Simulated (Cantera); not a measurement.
TiO₂ + CO + H₂ (carbothermic reduction)

Feed: 1 mol TiO₂, 1.8 mol CO, 8.8 mol H₂, equilibrated at 101000 Pa.

Equilibrium computed with Cantera from the NASA thermochemical tables; the gas is ideal and each condensed phase is pure. Candidate condensed phases: C, C₆H₆, C₇H₈, C₈H₁₈, H₂O, Ti, TiC, TiO, TiO₂, Ti₂O₃, Ti₃O₅, Ti₄O₇; 113 gas species. Mutual solubility and eutectic melting of coexisting phases are not modelled. Condensed phases not in the tables: Magnéli phases beyond Ti₄O₇. Gases not in the tables: TiO(OH)₂. Equilibrium is a limit: real reactors are often held back by kinetics, nucleation or transport.

```tsv
T (°C)	x H₂	x CO	x H₂O	x H	x CH₄	x CO₂	x OH	n TiO₂(rutile)	n Ti₄O₇(s)	n Ti₃O₅(s)	n Ti₃O₅(l)
875	0.817	0.161	0.00940	6.43e-8	0.0110	0.00157	4.42e-12	1.00	0	0	0
1075	0.826	0.169	0.00386	2.09e-6	0.000861	0.000403	1.57e-10	0.856	0.0360	0	0
1275	0.812	0.168	0.0183	2.76e-5	1.27e-5	0.00136	2.08e-8	0.166	0.209	0	0
1475	0.807	0.168	0.0229	0.000204	1.36e-6	0.00132	3.37e-7	0	0.231	0.0250	0
1675	0.799	0.168	0.0300	0.00100	2.09e-7	0.00144	3.41e-6	0	0	0.333	0
1875	0.797	0.168	0.0301	0.00370	5.80e-8	0.00125	1.80e-5	0	0	0	0.333
2075	0.790	0.168	0.0301	0.0109	2.01e-8	0.00111	7.14e-5	0	0	0	0.333
2275	0.775	0.166	0.0298	0.0271	8.03e-9	0.00101	0.000228	0	0	0	0.333
```
x: gas mole fraction; n: condensed amount in mol.

At 875 °C the condensed part is TiO₂(rutile). From 1075 °C to 1275 °C the condensed part is TiO₂(rutile) + Ti₄O₇(s). At 1475 °C the condensed part is Ti₃O₅(s) + Ti₄O₇(s). At 1675 °C the condensed part is Ti₃O₅(s). From 1875 °C to 2275 °C the condensed part is Ti₃O₅(l).
